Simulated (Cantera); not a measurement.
# Thermodynamics of thermal oxidation and active oxidation of silicon, feed Si + N2O + H2

A closed system holds: 1 mol Si, 0.37 mol N2O, 1.6 mol H2, held at 1800 K and 0.110 Pa.

Cantera equilibrium calculation (NASA polynomials, part measured and part estimated; ideal gas, pure solids and liquids). Candidate condensed phases: H2O, Si, SiO2, Si2N2O, Si3N4; 35 gas species. The tables' values for SiN are old estimates; treat these amounts as uncertain. Rates play no part.

| Property | Result |
|---|---|
| x(H2) | 0.377 |
| x(H) | 0.210 |
| x(Si) | 0.190 |
| x(SiO) | 0.112 |
| x(N2) | 0.112 |
| x(SiH) | 0.000139 |
| x(Si2) | 7.52e-5 |
| x(SiN) | 2.94e-5 |
| x(Si2N) | 3.11e-6 |
| gas amount | 3.317 mol |
| log10 activity of Si(l) (absent) | -1.18 |
